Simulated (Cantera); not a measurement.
A closed system holds: 1 mol SiC, a varied amount of CO2, 2.6 mol H2, at 1175 °C and 3.40 Pa.

Method: chemical equilibrium by Gibbs-energy minimisation in Cantera with the NASA 1993 tables (ideal gas, pure condensed phases). Candidate condensed phases: C, C6H6, C7H8, C8H18, H2O, Si, SiC, SiO2; 123 gas species. Rates play no part.

Task: At 0.36 mol CO2, list the 4 most abundant gas species with their mole fractions, and the condensed phases.

Result: H2 0.782, CO 0.163, SiO 0.0542, H 0.00140. Condensed: SiC(s).
